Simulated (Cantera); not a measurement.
Mixture: CO : H2 : CH4 : O2 : N2 = 1 : 1.4 : 0.043 : 2.01 : 7.56 (molar parts), at 5.00 bar, adiabatic and at constant volume. Ignition delay is the time to a rise of 400 K.

Detailed kinetics in Cantera: GRI-Mech 3.0 (53 species, 325 reactions). Below about 1000 K GRI-Mech 3.0 lacks low-temperature oxidation paths. Below about 950 K walls govern HO2 and H2O2 in real vessels.

Q: What does this change do: pressure from 5.00 bar to 0.700 bar?

A: 
```tsv
quantity	before	after
delay at 850 K	0.527 s	0.567 s
delay at 950 K	24.8 ms	1.03 ms
delay at 1050 K	1.26 ms	0.218 ms
delay at 1150 K	46.6 µs	0.107 ms
delay at 1250 K	12.4 µs	67.5 µs
delay at 1350 K	6.65 µs	49.2 µs
delay at 1450 K	4.40 µs	40.4 µs
```
Where the delays flatten at high temperature, the 400 K rule measures the pace of heat release, not the induction time.
